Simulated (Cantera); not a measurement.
Cantera run, input and output.

```python
import numpy as np
import cantera as ct

gas = ct.Solution("gri30.yaml")


def delay(T, t_max=10):
    gas.TPX = T, 620000, {'CH4': 1, 'CO': 0.82, 'O2': 3.44, 'N2': 12.9}
    reactor = ct.IdealGasConstPressureReactor(gas, clone=False)
    net = ct.ReactorNet([reactor])
    net.rtol, net.atol = 1e-8, 1e-16
    while net.time < t_max:
        t_old, T_old = net.time, reactor.T
        net.step()
        if reactor.T > T + 400:  # ignition: a rise of 400 K
            return t_old + (T + 400 - T_old) / (reactor.T - T_old) * (net.time - t_old)
    return np.nan


taus = []
for T in [1198, 1248, 1298, 1348, 1398, 1448, 1498, 1548]:
    taus.append(delay(T))
    print(f"T0 = {T:6g} K   tau = {taus[-1]:.4e} s")
```

It prints:

```
T0 =   1198 K   tau = 9.5621e-03 s
T0 =   1248 K   tau = 4.7425e-03 s
T0 =   1298 K   tau = 2.4542e-03 s
T0 =   1348 K   tau = 1.3200e-03 s
T0 =   1398 K   tau = 7.3603e-04 s
T0 =   1448 K   tau = 4.2495e-04 s
T0 =   1498 K   tau = 2.5388e-04 s
T0 =   1548 K   tau = 1.5690e-04 s
```

Model: GRI-Mech 3.0 (53 species, 325 reactions), integrated in Cantera.
